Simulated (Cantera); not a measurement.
An isothermal, constant-pressure homogeneous reactor starts with H2 : O2 = 0.25 : 1 (molar parts), equivalence ratio 0.12, at 1050 K and 0.0326 atm.

Cantera simulation using the H2/O2 subset of GRI-Mech 3.0, which has no nitrogen chemistry; the numbers are that mechanism's predictions, not measurements. Radical loss at walls, strong at low pressure, is not modelled. The temperature is held fixed by assumption; the heat of reaction is taken as removed at once.

One state of this run: x H2 = 0.000216; x O2 = 0.777; x OH = 0.000578; x HO2 = 1.08e-5; x H = 6.64e-5; x O = 0.000551; x H2O2 = 8.84e-7. x: mole fraction; the columns are a selection and need not sum to one.

Which value of t (s) does it belong to?
A) 0.0106
B) 16.0
C) 0.000272
D) 4.37e-5

A, 0.0106
